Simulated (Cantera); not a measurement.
Cantera with NASA thermochemical tables; ideal gases at 1 bar, condensed phases pure. Values are per mole of reaction as written; species without (g) are pure solids or liquids, kept so even where they would boil at 1 bar.

Q: Between 950 and 1125 K, where is each reaction favourable under standard conditions?
- 2 CaS + 8 F(g) + O2(g) ⇌ 2 CaO + 2 SF4(g)

A: 
- 2 CaS + 8 F(g) + O2(g) ⇌ 2 CaO + 2 SF4(g): ΔG° is -1603 kJ at 950 K and -1438 kJ at 1125 K; it stays negative (K > 1). ΔH° is -2497 kJ and ΔS° -941 J/K at 1125 K.
